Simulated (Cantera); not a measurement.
V2O5 + H2 (hydrogen reduction and annealing atmospheres)

Input: 1 mol V2O5, a varied amount of H2, held at 1550 K and 0.990 bar.

Equilibrium computed with Cantera from the NASA thermochemical tables; the gas is ideal and each condensed phase is pure. Candidate condensed phases: H2O, V, VO, V2O3, V2O4, V2O5; 12 gas species. VO: taken at fixed stoichiometry. Condensed phases not in the tables: the oxides between V2O3 and V2O5 other than VO2. Equilibrium is a limit: real reactors are often held back by kinetics, nucleation or transport.

From 4.7 mol H2 to 390 mol H2 the condensed part is V2O3(s). From 740 mol H2 to 1400 mol H2 the condensed part is VO(s).

```tsv
n(H2) (mol)	x H2	x H2O	x H	x OH	x VO2	n V2O3(s)	n VO(s)
4.7	0.574	0.426	2.40e-5	5.97e-7	1.90e-8	1.00	0
8.8	0.773	0.227	2.78e-5	2.75e-7	1.20e-8	1.00	0
17	0.882	0.118	2.97e-5	1.33e-7	8.06e-9	1.00	0
31	0.935	0.0645	3.06e-5	7.10e-8	5.79e-9	1.00	0
59	0.966	0.0339	3.11e-5	3.67e-8	4.13e-9	1.00	0
110	0.982	0.0182	3.14e-5	1.95e-8	3.00e-9	1.00	0
210	0.990	0.00952	3.15e-5	1.02e-8	2.16e-9	1.00	0
390	0.995	0.00513	3.16e-5	5.47e-9	1.58e-9	1.00	0
740	0.996	0.00405	3.16e-5	4.32e-9	1.30e-9	0	2.00
1400	0.998	0.00214	3.16e-5	2.28e-9	6.85e-10	0	2.00
```
x: gas mole fraction; n: condensed amount in mol.
